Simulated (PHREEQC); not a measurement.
# Silver or lead bath

Dissolve 3.5 mmol/kgw Pb(NO3)2 and 0.45 mmol/kgw HNO3 at 20 °C. Closed to the air; pH follows from the charge balance.

Model: ion-association model, phreeqc.dat, run in PHREEQC.

- pH: 3.39
- ionic strength: 0.0105 mol/kgw
- specific conductance: 913 µS/cm
- total alkalinity: -0.450 meq/kg

```
species  molality  activity   log γ
-------  --------  --------  ------
NO3-      0.00722   0.00648  -0.047
Pb+2      0.00327   0.00215  -0.182
H+       0.000450  0.000411  -0.040
PbNO3+   0.000229  0.000206  -0.045
PbOH+     1.14e-7   1.02e-7  -0.045
Pb2OH+3   1.26e-8   4.93e-9  -0.409
```

No solid was allowed to form.
